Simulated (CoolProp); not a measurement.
A single-stage vapour-compression cycle with R124: evaporating at 311.15 K (dew point), condensing at 341.15 K (bubble point), superheat 2 K, subcooling 5 K, compressor efficiency 0.8, no pressure losses. Each further row changes one setting.

Values from CoolProp's reference Helmholtz-energy equation of state, de Vries 1995.

| case | cooling COP | pressure ratio | discharge temperature (K) | refrigerating effect (kJ/kg) | volumetric capacity (kJ/m³) |
|---|---|---|---|---|---|
| as stated | 7.12 | 2.15 | 343.8 | 110 | 3760 |
| evaporating temperature 316.15 K | 8.90 | ___ | ___ | ___ | ___ |
| condensing temperature 336.15 K | 8.85 | 1.91 | ___ | 116 | 3970 |
| subcooling 10 K | 7.52 | 2.15 | 343.8 | 116 | 3970 |
| superheat 12 K | 7.24 | 2.15 | ___ | 119 | 3850 |
| compressor efficiency 0.7 | 6.23 | 2.15 | 346.0 | 110 | 3760 |

Some entries are withheld; supply them.


- evaporating temperature 316.15 K, pressure ratio: 1.87
- evaporating temperature 316.15 K, discharge temperature (K): 343.6
- evaporating temperature 316.15 K, refrigerating effect (kJ/kg): 113
- evaporating temperature 316.15 K, volumetric capacity (kJ/m³): 4420
- condensing temperature 336.15 K, discharge temperature (K): 338.7
- superheat 12 K, discharge temperature (K): 353.3
